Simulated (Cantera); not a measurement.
Charge: 1 mol Ta, a varied amount of O2, 7 mol H2, held at 1948.15 K and 0.100 bar.

Equilibrium computed with Cantera from the NASA thermochemical tables; the gas is ideal and each condensed phase is pure. Candidate condensed phases: H2O, Ta, Ta2O5; 12 gas species. Mutual solubility and eutectic melting of coexisting phases are not modelled. Condensed phases not in the tables: N, O or C dissolved in the metal. Rates play no part.

x: gas mole fraction; n: condensed amount in mol.

| n(O2) (mol) | x H2 | x H2O | x O2 | x OH | x H | x O | x HO2 | n Ta(s) | n Ta2O5(s) |
|---|---|---|---|---|---|---|---|---|---|
| 0.74 | 0.995 | 0.00144 | <1e-12 | 4.68e-7 | 0.00357 | 1.24e-9 | <1e-12 | 0.412 | 0.294 |
| 1.5 | 0.925 | 0.0713 | 2.21e-9 | 2.40e-5 | 0.00344 | 6.61e-8 | … | 0 | 0.500 |
| 2.3 | 0.697 | 0.299 | 6.86e-8 | 0.000116 | 0.00299 | 3.68e-7 | … | 0 | 0.500 |
| 3 | 0.498 | 0.499 | 3.74e-7 | 0.000229 | 0.00252 | 8.60e-7 | … | 0 | 0.500 |
| 3.8 | 0.270 | 0.727 | 2.69e-6 | 0.000453 | 0.00186 | 2.31e-6 | … | 0 | 0.500 |
| 4.6 | 0.0435 | 0.954 | 0.000179 | 0.00148 | 0.000746 | 1.88e-5 | … | 0 | 0.500 |
| 5.4 | 0.00191 | 0.907 | 0.0838 | 0.00671 | 0.000156 | 0.000407 | … | 0 | 0.500 |
| 6.1 | 0.00127 | 0.831 | 0.160 | 0.00755 | 0.000127 | 0.000562 | … | 0 | 0.500 |
| 6.9 | 0.000959 | 0.758 | 0.232 | 0.00792 | 0.000111 | 0.000678 | … | 0 | 0.500 |
| 7.7 | 0.000784 | 0.697 | 0.294 | 0.00805 | 0.000100 | 0.000762 | 4.38e-6 | 0 | 0.500 |
| 8.4 | 0.000681 | 0.651 | 0.340 | 0.00807 | 9.34e-5 | 0.000820 | 4.72e-6 | 0 | 0.500 |
| 9.2 | 0.000595 | 0.605 | 0.385 | 0.00803 | 8.72e-5 | 0.000873 | 5.00e-6 | 0 | 0.500 |
| 10 | 0.000529 | 0.565 | 0.425 | 0.00796 | 8.23e-5 | 0.000917 | 5.21e-6 | 0 | 0.500 |

**Question.** What belongs in the gaps?

**Answer.** 
- 1.5, x HO2: 1.13e-12
- 2.3, x HO2: 3.05e-11
- 3, x HO2: 1.40e-10
- 3.8, x HO2: 7.46e-10
- 4.6, x HO2: 1.99e-8
- 5.4, x HO2: 1.95e-6
- 6.1, x HO2: 3.03e-6
- 6.9, x HO2: 3.83e-6
